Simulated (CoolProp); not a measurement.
Vapour-liquid equilibrium of CH2F2 (R32) (1) + R227EA (2) at 46.5 kPa; x and y are mole fractions of (1).

Computed with CoolProp (multi-fluid Helmholtz-energy mixture model, Tillner-Roth 1997 and Lemmon 2016; pair parameters Bell 2016).

```csv
x,bubble temperature (°C),y at the bubble point,dew temperature at overall composition x (°C),liquid density (mol/L)
0.05,-38.0,0.264,-33.8,9.817
0.125,-44.3,0.517,-35.2,10.44
0.2,-49.2,0.666,-36.7,11.10
0.275,-52.9,0.755,-38.3,11.79
0.35,-55.7,0.813,-40.0,12.53
0.425,-57.8,0.851,-41.8,13.34
0.5,-59.5,0.879,-43.8,14.23
0.575,-60.7,0.900,-46.1,15.21
0.65,-61.8,0.917,-48.6,16.31
0.725,-62.7,0.933,-51.6,17.56
0.8,-63.6,0.948,-55.0,18.99
0.875,-64.4,0.965,-59.2,20.64
0.95,-65.3,0.984,-63.7,22.57
```

No azeotrope shows between x = 0.05 and 0.95.

The pair parameters rest on a limited set of measurements; away from them the model extrapolates.
